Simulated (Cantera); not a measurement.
Input (Python, Cantera) and output of one run.

```python
import numpy as np
import cantera as ct

gas_names = """
    H HO2 H2 H2O H2O2 H2S H2SO4 Mg MgH MgO MgOH MgO2H2 MgS Mg2 O OH O2 O3 S SH SO SO2 SO3 S2 S2O S8
""".split()
cond_names = """
    H2O(s) H2O(L) H2SO4(L) Mg(cr) Mg(L) MgO(s) MgO(L) MgO2H2(s) MgS(s) MgSO4(s) MgSO4(L) S(cr1) S(cr2)
    S(L)
""".split()


# ... load() reads the species with a 1 bar reference pressure and builds the phases ...
atoms = {
    'MgO': {'Mg': 1, 'O': 1},
    'H2S': {'H': 2, 'S': 1},
    'O2': {'O': 2},
}
top_T = {'MgS(s)': 2250}  # K; cautious upper limits of use, not melting points


# ... equilibrate(T, P, feed) seeds the gas with the atoms and calls Mixture.equilibrate('TP', solver="vcs", rtol=1e-11, max_steps=5000) ...
results = []
T = 748.15  # K
P = 3800  # Pa
for m in [0.12, 0.19, 0.3, 0.47, 0.73, 1.1, 1.8, 2.8]:
    feed = {'MgO': 1, 'H2S': 0.14, 'O2': m}  # mol
    mix = equilibrate(T, P, feed)
    results.append((T, P, feed, dict(zip(mix.species_names, mix.species_moles))))
    x = sorted(zip(gas.X, gas.species_names), reverse=True)
    print(f"T = {T:g} K  P = {P:g} Pa  n(O2) = {m:g} mol  gas = {mix.phase_moles(0):.4g} mol")
    print("   x: " + "  ".join(f"{s} {v:.3e}" for v, s in x if v > 0.001))
    print("   condensed (mol): " + ("  ".join(f"{mix.phase(i).name} {mix.phase_moles(i):.4g}"
          for i in range(1, mix.n_phases) if mix.phase_moles(i) > 1e-12) or "none"))
```

Result:

```
T = 748.15 K  P = 3800 Pa  n(O2) = 0.12 mol  gas = 0.2292 mol
   x: H2O 5.148e-01  SO2 2.645e-01  S2 1.214e-01  H2S 9.566e-02  S2O 3.194e-03
   condensed (mol): MgO(s) 1
T = 748.15 K  P = 3800 Pa  n(O2) = 0.19 mol  gas = 0.2686 mol
   x: H2O 5.015e-01  SO2 4.560e-01  S2 2.170e-02  H2S 1.951e-02  S2O 1.152e-03
   condensed (mol): MgO(s) 1
T = 748.15 K  P = 3800 Pa  n(O2) = 0.3 mol  gas = 0.16 mol
   x: H2O 8.750e-01  O2 1.250e-01
   condensed (mol): MgO(s) 0.86  MgSO4(s) 0.14
T = 748.15 K  P = 3800 Pa  n(O2) = 0.47 mol  gas = 0.33 mol
   x: O2 5.758e-01  H2O 4.242e-01
   condensed (mol): MgO(s) 0.86  MgSO4(s) 0.14
T = 748.15 K  P = 3800 Pa  n(O2) = 0.73 mol  gas = 0.59 mol
   x: O2 7.627e-01  H2O 2.373e-01
   condensed (mol): MgO(s) 0.86  MgSO4(s) 0.14
T = 748.15 K  P = 3800 Pa  n(O2) = 1.1 mol  gas = 0.96 mol
   x: O2 8.542e-01  H2O 1.458e-01
   condensed (mol): MgO(s) 0.86  MgSO4(s) 0.14
T = 748.15 K  P = 3800 Pa  n(O2) = 1.8 mol  gas = 1.66 mol
   x: O2 9.157e-01  H2O 8.434e-02
   condensed (mol): MgO(s) 0.86  MgSO4(s) 0.14
T = 748.15 K  P = 3800 Pa  n(O2) = 2.8 mol  gas = 2.66 mol
   x: O2 9.474e-01  H2O 5.263e-02
   condensed (mol): MgO(s) 0.86  MgSO4(s) 0.14
```

Cantera equilibrium calculation (NASA polynomials, part measured and part estimated; ideal gas, pure solids and liquids). Gases not in the tables: S3 to S7.
